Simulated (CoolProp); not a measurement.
p-xylene at 296 K and 0.341 MPa is throttled through a valve to 0.163 MPa with no heat exchange. Each further row changes one setting.

Values from CoolProp's reference Helmholtz-energy equation of state, Zhou 2012.

```json
[
 {"case": "as stated", "final density (kg/m³)": "859"},
 {"case": "outlet pressure 0.0489 MPa", "final density (kg/m³)": "858"},
 {"case": "outlet pressure 0.212 MPa", "final density (kg/m³)": "859"}
]
```
